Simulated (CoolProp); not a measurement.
Aqueous ethanol as a coolant, 28 % by mass, freezing at -18.2 °C, 1 atm.

Values from CoolProp's Melinder's fits for secondary coolants.

```
T (°C)  Prandtl number  density (kg/m³)  viscosity (mPa s)  cp (kJ/(kg K))
------  --------------  ---------------  -----------------  --------------
-8.8               115            971.0               11.0           4.189
0.2               66.4            967.4               6.42           4.214
9.2               41.7            963.1               4.07           4.231
18.1              28.1            958.4               2.78           4.244
27.1              19.9            953.1               2.00           4.257
36.1              14.8            947.4               1.50           4.273
```
